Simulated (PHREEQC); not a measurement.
A solution holds 0.11 mol NaH2PO4, 0.065 mol NaF, 0.00024 mol KCl and 0.0056 mol HBr per kg of water, at 25 °C and 10 atm. Closed to the air; pH follows from the charge balance.

The numbers come from PHREEQC with the ion-association model, phreeqc.dat.

Precipitation was switched off in this run.

Q: Order these F species by the share of F that they hold, largest first: HF, NaF, F-, HF2-.

A: F- (87 %), HF (6.3 %), NaF (4.5 %), HF2- (2.7 %)

The pH is 4.15 and the ionic strength 0.173 mol/kgw.
